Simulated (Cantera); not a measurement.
An adiabatic, constant-pressure homogeneous reactor starts with CH₃OH : O₂ : N₂ = 1 : 0.938 : 3.52 (molar parts), equivalence ratio 1.6, at 1725 K and 750 Torr. Integrator tolerance rtol = 1e-08.

Computed with Cantera and GRI-Mech 3.0 (53 species, 325 reactions). GRI-Mech 3.0 was tuned for natural gas; its chemistry of methanol as a main component is partial and can be far from experiment.

### Question
What does this change do: pressure from 750 Torr to 3380 Torr?

### Answer
| quantity | before | after |
|---|---|---|
| time of steepest temperature rise | 33.7 µs | 8.59 µs |
| temperature at 0.700 s | 2778 K | 2881 K |
| equilibrium temperature | 2778 K | 2881 K |
| x(CH₃OH) at 0.700 s | <1e-12 (gas-phase equilibrium <1e-12) | <1e-12 (gas-phase equilibrium <1e-12) |
| x(O₂) at 0.700 s | 0.00327 (gas-phase equilibrium 0.00327) | 0.00181 (gas-phase equilibrium 0.00181) |
| x(CH₃) at 0.700 s | 1.01e-12 (gas-phase equilibrium 1.22e-12) | 8.99e-12 (gas-phase equilibrium 1.06e-11) |
| x(CH₂) at 0.700 s | <1e-12 (gas-phase equilibrium <1e-12) | 3.41e-12 (gas-phase equilibrium 3.63e-12) |
| x(CH₂CO) at 0.700 s | <1e-12 (gas-phase equilibrium <1e-12) | <1e-12 (gas-phase equilibrium <1e-12) |
| x(H₂) at 0.700 s | 0.0729 (gas-phase equilibrium 0.0729) | 0.0713 (gas-phase equilibrium 0.0713) |

### Question
What does this change do: constant volume in place of constant pressure?

### Answer
```tsv
quantity	before	after
time of steepest temperature rise	33.7 µs	28.4 µs
temperature at 0.700 s	2778 K	2957 K
equilibrium temperature	2778 K	2957 K
x(CH₃OH) at 0.700 s	<1e-12 (gas-phase equilibrium <1e-12)	<1e-12 (gas-phase equilibrium <1e-12)
x(O₂) at 0.700 s	0.00327 (gas-phase equilibrium 0.00327)	0.00487 (gas-phase equilibrium 0.00487)
x(CH₃) at 0.700 s	1.01e-12 (gas-phase equilibrium 1.22e-12)	3.69e-12 (gas-phase equilibrium 4.48e-12)
x(CH₂) at 0.700 s	<1e-12 (gas-phase equilibrium <1e-12)	2.71e-12 (gas-phase equilibrium 2.83e-12)
x(CH₂CO) at 0.700 s	<1e-12 (gas-phase equilibrium <1e-12)	<1e-12 (gas-phase equilibrium <1e-12)
x(H₂) at 0.700 s	0.0729 (gas-phase equilibrium 0.0729)	0.0752 (gas-phase equilibrium 0.0752)
```
